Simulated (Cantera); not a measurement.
Charge: 1 mol Si, 2.2 mol Cl2, 0.95 mol N2, at 0.100 bar.

Cantera equilibrium calculation (NASA polynomials, part measured and part estimated; ideal gas, pure solids and liquids). Candidate condensed phases: Si, Si3N4; 13 gas species. Equilibrium is a limit: real reactors are often held back by kinetics, nucleation or transport. All values below are at 1198 K.

Base state: SiCl4 0.464, N2 0.441, Cl2 0.0906, Cl 0.00441 (mole fractions); condensed: gas only.

### Question
What changes in the equilibrium state with this change: pressure from 0.100 bar to 53.0 mbar?

### Answer
| species | before | after |
|---|---|---|
| SiCl4 | 0.464 | 0.464 |
| N2 | 0.441 | 0.441 |
| Cl2 | 0.0906 | 0.0897 |
| Cl | 0.00441 | 0.00602 |
